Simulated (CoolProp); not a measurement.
R21 at several states: density (kg/m³) from the reference equation and from simpler models built on Tc = 452.7 K, pc = 5289 kPa, ω = 0.206; each cubic takes its own stable root.

Values from CoolProp's reference Helmholtz-energy equation of state, Platzer 1990. This equation is an older, rougher fit; its heat capacities, sound speeds and derivatives of the liquid may be far off and weren't checked against measurements.

| T (K) | p (kPa) | phase | reference |
|---|---|---|---|
| 391.8 | 72 | gas | 2.292 |
| 410.1 | 629 | gas | 20.19 |
| 400.4 | 988 | gas | 34.18 |
| 227.4 | 592 | liquid | 1525 |

### Question
How far does each simpler model (van der Waals, Redlich-Kwong, Soave-Redlich-Kwong, Peng-Robinson) lie from the reference over these 4 states: mean and median of the absolute difference, and the worst?

### Answer
- van der Waals: mean 10.6 %, median 2.1 %, worst -37.8 % at 227.4 K and 592 kPa
- Redlich-Kwong: mean 2.3 %, median 0.7 %, worst -7.7 % at 227.4 K and 592 kPa
- Soave-Redlich-Kwong: mean 1.8 %, median 0.4 %, worst -6.4 % at 227.4 K and 592 kPa
- Peng-Robinson: mean 1.5 %, median 0.3 %, worst +5.3 % at 227.4 K and 592 kPa
